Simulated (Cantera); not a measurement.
A perfectly stirred reactor is fed with CH4 : C2H6 : C3H8 : O2 : N2 = 1 : 0.19 : 1.3 : 5.09 : 19.1 (molar parts), equivalence ratio 1.8, at 8.80 bar; it is adiabatic with a 675 K inlet, and is followed from long to short residence time, starting on the burning branch (τ in s: 0.099, 0.051, 0.026, 0.014, 0.0071, 0.0037, 0.0019, 0.00098, 0.00051, 0.00026, 0.00014, 7.1e-05).

Detailed kinetics in Cantera: GRI-Mech 3.0 (53 species, 325 reactions). GRI-Mech 3.0 was tuned for natural gas; its chemistry of propane as a main component is partial and can be far from experiment.

Predict: blow-out, bracketed by the residence times tried; x(CH4) at τ = 99.0 ms; x(C2H6) at τ = 99.0 ms; x(C3H8) at τ = 99.0 ms; x(H2O2) at τ = 99.0 ms; x(H2O) at τ = 99.0 ms; x(CH4) at τ = 1.90 ms; x(C2H6) at τ = 1.90 ms; x(C3H8) at τ = 1.90 ms; x(H2O2) at τ = 1.90 ms; x(H2O) at τ = 1.90 ms.


```
Quantity                                                                           Value
------------------------------------------------  --------------------------------------
blow-out, bracketed by the residence times tried  burning at 71.0 µs, the shortest tried
x(CH4) at τ = 99.0 ms                                                            0.00138
x(C2H6) at τ = 99.0 ms                                                           2.66e-7
x(C3H8) at τ = 99.0 ms                                                           1.69e-7
x(H2O2) at τ = 99.0 ms                                                           2.10e-9
x(H2O) at τ = 99.0 ms                                                              0.126
x(CH4) at τ = 1.90 ms                                                            0.00641
x(C2H6) at τ = 1.90 ms                                                           1.37e-5
x(C3H8) at τ = 1.90 ms                                                           7.03e-6
x(H2O2) at τ = 1.90 ms                                                           8.51e-8
x(H2O) at τ = 1.90 ms                                                              0.144
```
